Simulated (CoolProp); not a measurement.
The numbers come from the reference Helmholtz-energy equation of state, Lemmon 2006 in CoolProp. It is a short technical equation, of lower accuracy than the large ones.

For acetone, give the phase and the cv (kJ/(kg K)), speed of sound (m/s), Joule-Thomson coefficient (K/MPa), fugacity coefficient at 550 K and 27.4 MPa.


- 550 K and 27.4 MPa: supercritical; cv 2.06, speed of sound 573, Joule-Thomson coefficient 0.163, fugacity coefficient 0.279
